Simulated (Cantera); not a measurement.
An adiabatic, constant-volume homogeneous reactor starts with CH4 : O2 : N2 = 1 : 1.67 : 6.27 (molar parts), at 1575 K and 750 Torr. Integrator tolerance rtol = 1e-08.

Detailed kinetics in Cantera: GRI-Mech 3.0 (53 species, 325 reactions).

Task: What does this change do: constant pressure in place of constant volume?

Result: 
| quantity | before | after |
|---|---|---|
| time of steepest temperature rise | 0.583 ms | 0.620 ms |
| temperature at 7.00 s | 2953 K | 2784 K |
| equilibrium temperature | 2953 K | 2784 K |
| x(CH4) at 7.00 s | <1e-12 (gas-phase equilibrium <1e-12) | <1e-12 (gas-phase equilibrium <1e-12) |
| x(O2) at 7.00 s | 0.0104 (gas-phase equilibrium 0.0104) | 0.00843 (gas-phase equilibrium 0.00843) |
| x(HCN) at 7.00 s | 1.19e-8 (gas-phase equilibrium 1.19e-8) | 4.45e-9 (gas-phase equilibrium 4.45e-9) |
| x(NO) at 7.00 s | 0.00907 (gas-phase equilibrium 0.00907) | 0.00658 (gas-phase equilibrium 0.00658) |
| x(O) at 7.00 s | 0.00691 (gas-phase equilibrium 0.00691) | 0.00471 (gas-phase equilibrium 0.00471) |
| x(CH2O) at 7.00 s | 2.17e-9 (gas-phase equilibrium 2.17e-9) | 9.00e-10 (gas-phase equilibrium 9.00e-10) |

Task: What does this change do: pressure from 750 Torr to 3750 Torr?

Result: 
```json
[
 {"quantity": "time of steepest temperature rise", "before": "0.583 ms", "after": "0.165 ms"},
 {"quantity": "temperature at 7.00 s", "before": "2953 K", "after": "3106 K"},
 {"quantity": "equilibrium temperature", "before": "2953 K", "after": "3106 K"},
 {"quantity": "x(CH4) at 7.00 s", "before": "<1e-12 (gas-phase equilibrium <1e-12)", "after": "<1e-12 (gas-phase equilibrium 1.07e-12)"},
 {"quantity": "x(O2) at 7.00 s", "before": "0.0104 (gas-phase equilibrium 0.0104)", "after": "0.00754 (gas-phase equilibrium 0.00754)"},
 {"quantity": "x(HCN) at 7.00 s", "before": "1.19e-8 (gas-phase equilibrium 1.19e-8)", "after": "4.92e-8 (gas-phase equilibrium 4.92e-8)"},
 {"quantity": "x(NO) at 7.00 s", "before": "0.00907 (gas-phase equilibrium 0.00907)", "after": "0.00933 (gas-phase equilibrium 0.00933)"},
 {"quantity": "x(O) at 7.00 s", "before": "0.00691 (gas-phase equilibrium 0.00691)", "after": "0.00432 (gas-phase equilibrium 0.00432)"},
 {"quantity": "x(CH2O) at 7.00 s", "before": "2.17e-9 (gas-phase equilibrium 2.17e-9)", "after": "1.00e-8 (gas-phase equilibrium 1.00e-8)"}
]
```
Above 3000 K some thermodynamic fits are extrapolated.

Task: What does this change do: pressure from 750 Torr to 7500 Torr?

Result: 
```
quantity                                                            before                                      after
---------------------------------  ---------------------------------------  -----------------------------------------
time of steepest temperature rise                                 0.583 ms                                    94.0 µs
temperature at 7.00 s                                               2953 K                                     3169 K
equilibrium temperature                                             2953 K                                     3169 K
x(CH4) at 7.00 s                     <1e-12 (gas-phase equilibrium <1e-12)  2.59e-12 (gas-phase equilibrium 3.13e-12)
x(O2) at 7.00 s                      0.0104 (gas-phase equilibrium 0.0104)    0.00635 (gas-phase equilibrium 0.00635)
x(HCN) at 7.00 s                   1.19e-8 (gas-phase equilibrium 1.19e-8)    8.93e-8 (gas-phase equilibrium 8.93e-8)
x(NO) at 7.00 s                    0.00907 (gas-phase equilibrium 0.00907)    0.00921 (gas-phase equilibrium 0.00921)
x(O) at 7.00 s                     0.00691 (gas-phase equilibrium 0.00691)    0.00339 (gas-phase equilibrium 0.00339)
x(CH2O) at 7.00 s                  2.17e-9 (gas-phase equilibrium 2.17e-9)    1.92e-8 (gas-phase equilibrium 1.92e-8)
```
Above 3000 K some thermodynamic fits are extrapolated.
